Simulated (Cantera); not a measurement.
A perfectly stirred reactor is fed with CH4 : O2 : N2 = 1 : 1.82 : 6.84 (molar parts), equivalence ratio 1.1, at 1000000 Pa; it is adiabatic with a 550 K inlet, and is followed from long to short residence time, starting on the burning branch (τ in s: 0.11, 0.055, 0.027, 0.013, 0.0062, 0.003, 0.0014, 0.00069, 0.00033, 0.00016, 7.7e-05, 3.7e-05, 1.8e-05).

Detailed kinetics in Cantera: GRI-Mech 3.0 (53 species, 325 reactions).

Q: What does this change do: 0.32 parts H2O added?

A: 
```csv
quantity,before,after
"blow-out, bracketed by the residence times tried","burning at 37.0 µs, out at 18.0 µs","burning at 37.0 µs, out at 18.0 µs"
x(CH4) at τ = 0.110 s,1.42e-6,2.31e-6
x(O2) at τ = 0.110 s,0.000355,0.000232
x(CH2O) at τ = 0.110 s,1.38e-7,1.81e-7
x(NO) at τ = 0.110 s,0.000678,0.000465
x(C2H2) at τ = 0.110 s,5.71e-10,1.43e-9
x(CH4) at τ = 1.40 ms,4.38e-5,5.66e-5
x(O2) at τ = 1.40 ms,0.00162,0.00149
x(CH2O) at τ = 1.40 ms,5.60e-6,6.54e-6
x(NO) at τ = 1.40 ms,0.000539,0.000403
x(C2H2) at τ = 1.40 ms,2.85e-7,4.93e-7
```

Q: What does this change do: pressure from 1000000 Pa to 290000 Pa?

A: 
```
quantity                                                                      before                               after
------------------------------------------------  ----------------------------------  ----------------------------------
blow-out, bracketed by the residence times tried  burning at 37.0 µs, out at 18.0 µs  burning at 37.0 µs, out at 18.0 µs
x(CH4) at τ = 0.110 s                                                        1.42e-6                             1.95e-6
x(O2) at τ = 0.110 s                                                        0.000355                            0.000943
x(CH2O) at τ = 0.110 s                                                       1.38e-7                             2.54e-7
x(NO) at τ = 0.110 s                                                        0.000678                            0.000970
x(C2H2) at τ = 0.110 s                                                      5.71e-10                            7.76e-10
x(CH4) at τ = 1.40 ms                                                        4.38e-5                             5.02e-5
x(O2) at τ = 1.40 ms                                                         0.00162                             0.00431
x(CH2O) at τ = 1.40 ms                                                       5.60e-6                             7.49e-6
x(NO) at τ = 1.40 ms                                                        0.000539                            0.000534
x(C2H2) at τ = 1.40 ms                                                       2.85e-7                             1.49e-7
```
